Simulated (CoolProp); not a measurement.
The numbers come from the reference Helmholtz-energy equation of state, de Vries 1995 in CoolProp.

Problem. For R124, give the phase and the cp (kJ/(kg K)), expansivity (1/kK), viscosity (µPa s), conductivity (mW/(m K)) at 128.95 °C and 4530 kPa; 128.95 °C and 10600 kPa; 128.95 °C and 15100 kPa.

Solution. 
- 128.95 °C and 4530 kPa: supercritical; cp 2.66, expansivity 28.3, viscosity 63.7, conductivity 45.7
- 128.95 °C and 10600 kPa: supercritical; cp 1.33, expansivity 4.47, viscosity 105, conductivity 52.0
- 128.95 °C and 15100 kPa: supercritical; cp 1.25, expansivity 3.27, viscosity 123, conductivity 55.4

Viscosity comes from a separate model (Bell 2016), an estimate that may be off by 10 % or more. Thermal conductivity comes from a separate model (Huber 2003), an estimate that may be off by 10 % or more.
